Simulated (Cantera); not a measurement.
Feed: 1 mol Fe, 1.5 mol SO2, 160 mol N2, held at 1725 K and 1 atm.

Method: chemical equilibrium by Gibbs-energy minimisation in Cantera with the NASA 1993 tables (ideal gas, pure condensed phases). Candidate condensed phases: Fe, FeO, FeS, FeSO4, FeS2, Fe2O3, Fe2(SO4)3, Fe3O4, S; 19 gas species. The tables' stoichiometric FeO is somewhat more stable than real wüstite, so its field is too wide. FeO: taken at fixed stoichiometry. Kinetics and transport are ignored.

Base state: N2 0.992, SO2 0.00596, S2 0.00141, SO 0.000455, S2O 2.70e-5, S 1.47e-5 (mole fractions); condensed: FeO(l).

**Question.** What changes in the equilibrium state with this change: N2 from 160 to 1.7 mol?

**Answer.** 
| species | before | after |
|---|---|---|
| N2 | 0.992 | 0.575 |
| SO2 | 0.00596 | 0.332 |
| S2 | 0.00141 | 0.0792 |
| S2O | 2.70e-5 | 0.00413 |
| SO | 0.000455 | 0.00930 |
| S | 1.47e-5 | 0.000110 |
| FeO(l), mol | 1.000 | 1.000 |
